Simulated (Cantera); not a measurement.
Charge: 1 mol SiC, a varied amount of CO2, 54 mol H2, held at 1450 K and 15.0 mbar.

These are equilibrium values from Cantera (NASA tables, ideal gas, pure condensed phases), not measurements of a reactor. Candidate condensed phases: C, C6H6, C7H8, C8H18, H2O, Si, SiC, SiO2; 123 gas species. Mutual solubility and eutectic melting of coexisting phases are not modelled. The tables hold silica as quartz up to 1696 K and as liquid above; real silica turns to tridymite and cristobalite and melts near 1996 K. Kinetics and transport are ignored.

log p: log10 of the partial pressure in bar; n: condensed amount in mol.

| n(CO2) (mol) | log p H2 | log p CO | log p SiO | log p H | log p H2O | log p CH4 | n SiC(s) | n SiO2(β-quartz) |
|---|---|---|---|---|---|---|---|---|
| 0.28 | -1.83 | -3.94 | -4.41 | -5.94 | -7.21 | -7.30 | 0.860 | 0 |
| 0.36 | -1.83 | -3.83 | -4.31 | -5.94 | -7.10 | -7.30 | 0.820 | 0 |
| 0.45 | -1.83 | -3.74 | -4.23 | -5.94 | -7.02 | -7.30 | 0.778 | 0.00654 |
| 0.58 | -1.83 | -3.64 | -4.26 | -5.94 | -6.99 | -7.24 | 0.740 | 0.0597 |
| 0.73 | -1.83 | -3.55 | -4.29 | -5.94 | -6.96 | -7.18 | 0.694 | 0.118 |
| 0.93 | -1.84 | (withheld) | -4.32 | -5.94 | -6.93 | (withheld) | (withheld) | (withheld) |
| 1.2 | -1.84 | (withheld) | -4.36 | -5.94 | -6.90 | (withheld) | (withheld) | (withheld) |
| 1.5 | -1.84 | -3.26 | -4.39 | -5.94 | -6.87 | -7.00 | 0.449 | 0.398 |

Problem. What belongs in the gaps?

Solution. 
- 0.93, log p CO: -3.45
- 0.93, log p CH4: -7.12
- 0.93, n SiC(s): 0.632
- 0.93, n SiO2(β-quartz): 0.193
- 1.2, log p CO: -3.35
- 1.2, log p CH4: -7.06
- 1.2, n SiC(s): 0.546
- 1.2, n SiO2(β-quartz): 0.291
